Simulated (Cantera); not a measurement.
Input (Python, Cantera) and output of one run.

```python
import numpy as np
import cantera as ct

gas_names = """
    AL ALH ALN AL2 H H2 N NH NH2 NH3 N2 N2H2 N2H4
""".split()
cond_names = """
    AL(cr) AL(L) ALN(s)
""".split()


# ... load() reads the species with a 1 bar reference pressure and builds the phases ...
atoms = {
    'Al': {'AL': 1},
    'NH3': {'N': 1, 'H': 3},
    'H2': {'H': 2},
    'N2': {'N': 2},
}
top_T = {'ALN(s)': 2750}  # K; cautious upper limits of use, not melting points


# ... equilibrate(T, P, feed) seeds the gas with the atoms and calls Mixture.equilibrate('TP', solver="vcs", rtol=1e-11, max_steps=5000) ...
results = []
feed = {'Al': 1, 'NH3': 57, 'H2': 380, 'N2': 0.91}  # mol
T = 2073  # K
P = 34000  # Pa
mix = equilibrate(T, P, feed)
results.append((T, P, feed, dict(zip(mix.species_names, mix.species_moles))))
print(gas.report(threshold=0.0001))
for i in range(1, mix.n_phases):
    print(f"{mix.phase(i).name:16s} {mix.phase_moles(i):12.5e} mol")
```

It prints:

```
       temperature   2073 K
          pressure   34000 Pa
           density   0.0070904 kg/m^3
  mean mol. weight   3.5944 kg/kmol
   phase of matter   gas

                          1 kg             1 kmol
                     ---------------   ---------------
          enthalpy        1.5889e+07        5.7113e+07  J
   internal energy        1.1094e+07        3.9877e+07  J
           entropy             56901        2.0453e+05  J/K
    Gibbs function       -1.0207e+08       -3.6687e+08  J
 heat capacity c_p            9586.3             34457  J/K
 heat capacity c_v            7273.1             26143  J/K

                      mass frac. Y      mole frac. X     chem. pot. / RT
                     ---------------   ---------------   ---------------
                AL          0.012141         0.0016174           -10.901
               ALH          0.001701        0.00021844           -21.272
                 H         0.0012229         0.0043607           -10.371
                H2           0.52424           0.93469           -20.742
                N2           0.46068          0.059109           -30.969
     [   +8 minor]         9.262e-06        1.5487e-06

AL(L)             0.00000e+00 mol
ALN(s)            8.77669e-02 mol
```

Cantera equilibrium calculation (NASA polynomials, part measured and part estimated; ideal gas, pure solids and liquids).
